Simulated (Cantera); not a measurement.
Charge: 1 mol B2H6, 1 mol N2, 6.5 mol H2O, at 0.00530 bar.

Cantera equilibrium calculation (NASA polynomials, part measured and part estimated; ideal gas, pure solids and liquids). Candidate condensed phases: B, BN, B2O3, B3O3H3, H2O; 39 gas species. The feed counts by its element totals alone. Gases not in the tables: H3BO3. The numbers say what is thermodynamically allowed, not how fast it happens. All values below are at 1250 °C.

Base state: H2 0.521, H2O 0.222, HBO2 0.164, N2 0.0869, B2O3 0.00475, HBO 0.000242, H 0.000229, (HBO2)3 2.09e-5 (mole fractions); condensed: gas only.

Q: What changes in the equilibrium state with this change: pressure from 0.00530 bar to 0.310 bar?

A: 
| species | before | after |
|---|---|---|
| H2 | 0.521 | 0.563 |
| H2O | 0.222 | 0.313 |
| N2 | 0.0869 | 0.0938 |
| HBO2 | 0.164 | 0.0298 |
| B2O3 | 0.00475 | 0.000111 |
| (HBO2)3 | 2.09e-5 | 0.000426 |
| B2O3(l), mol | 0 | 0.833 |
